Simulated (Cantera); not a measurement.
Feed: 1 mol SiCl4, 2.1 mol HCl, 1.8 mol H2, at 390000 Pa.

Cantera equilibrium calculation (NASA polynomials, part measured and part estimated; ideal gas, pure solids and liquids). Candidate condensed phases: Si; 19 gas species. Kinetics and transport are ignored.

### Question
At 577 °C, list the 4 most abundant gas species with their mole fractions, and the condensed phases.

### Answer
HCl 0.429, H2 0.367, SiCl4 0.204, SiHCl3 0.000289. Condensed: gas only.
